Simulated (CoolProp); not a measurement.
Vapour-liquid equilibrium of CF4 (R14) (1) + R13 (2) at 192.3 K; x and y are mole fractions of (1).

Model: multi-fluid Helmholtz-energy mixture model, Platzer 1990 and Platzer 1990; pair parameters Bell 2016, in CoolProp. This equation is an older, rougher fit; its heat capacities, sound speeds and derivatives of the liquid may be far off and weren't checked against measurements.

```
x      bubble pressure (MPa)  y at the bubble point  dew pressure at overall composition x (MPa)  liquid density (mol/L)
-----  ---------------------  ---------------------  -------------------------------------------  ----------------------
0.05                  0.1720                  0.408                                       0.1097                   14.59
0.125                 0.2671                  0.636                                       0.1188                   14.67
0.2                   0.3551                  0.739                                       0.1294                   14.74
0.275                 0.4373                  0.800                                       0.1421                   14.81
0.35                  0.5147                  0.840                                       0.1576                   14.87
0.425                 0.5885                  0.869                                       0.1767                   14.92
0.5                   0.6597                  0.893                                       0.2010                   14.96
0.575                 0.7296                  0.912                                       0.2330                   15.00
0.65                  0.7995                  0.929                                       0.2767                   15.02
0.725                 0.8706                  0.945                                       0.3399                   15.02
0.8                   0.9443                  0.960                                       0.4381                   15.01
0.875                  1.022                  0.975                                       0.6042                   14.98
0.95                   1.106                  0.990                                       0.8950                   14.92
```

No azeotrope shows between x = 0.05 and 0.95.

Pair parameters are fitted to limited data, so mixtures are less certain than the pure fluids. The gap from Raoult's law changes sign with composition, which may be real or a fault of the pair parameters; it wasn't checked against measurements.
